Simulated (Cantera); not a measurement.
Charge: 1 mol V₂O₅, a varied amount of H₂, 10 mol N₂, at 923.15 K and 133 Pa.

Method: chemical equilibrium by Gibbs-energy minimisation in Cantera with the NASA 1993 tables (ideal gas, pure condensed phases). Candidate condensed phases: H₂O, V, VN, VO, V₂O₃, V₂O₄, V₂O₅; 28 gas species. Condensed phases not in the tables: the oxides between V₂O₃ and V₂O₅ other than VO₂. Equilibrium is a limit: real reactors are often held back by kinetics, nucleation or transport.

x: gas mole fraction; n: condensed amount in mol.

| n(H₂) (mol) | x H₂ | x N₂ | x H₂O | x NH₃ | n V₂O₃(s) |
|---|---|---|---|---|---|
| 4.3 | 0.161 | 0.699 | 0.140 | 7.25e-8 | 1.00 |
| 5.9 | 0.245 | 0.629 | 0.126 | 1.30e-7 | 1.00 |
| 8.2 | 0.341 | 0.549 | 0.110 | 1.98e-7 | 1.00 |
| 11 | 0.429 | 0.476 | 0.0952 | 2.60e-7 | 1.00 |
| 16 | 0.538 | 0.385 | 0.0769 | 3.30e-7 | 1.00 |
| 22 | ___ | ___ | ___ | 3.71e-7 | 1.00 |
| 31 | 0.707 | 0.244 | 0.0488 | 3.95e-7 | 1.00 |
| 43 | 0.774 | 0.189 | 0.0377 | 3.97e-7 | 1.00 |
| 59 | 0.826 | 0.145 | 0.0290 | 3.84e-7 | 1.00 |
| 83 | 0.871 | 0.108 | 0.0215 | 3.58e-7 | 1.00 |
| 110 | 0.900 | ___ | ___ | ___ | 1.00 |
| 160 | 0.929 | 0.0588 | 0.0118 | 2.92e-7 | 1.00 |
| 220 | 0.948 | 0.0435 | 0.00870 | 2.59e-7 | 1.00 |

### Question
Complete the blanks.

### Answer

- 110, x N₂: 0.0833
- 110, x H₂O: 0.0167
- 110, x NH₃: 3.31e-7
- 22, x H₂: 0.625
- 22, x N₂: 0.312
- 22, x H₂O: 0.0625
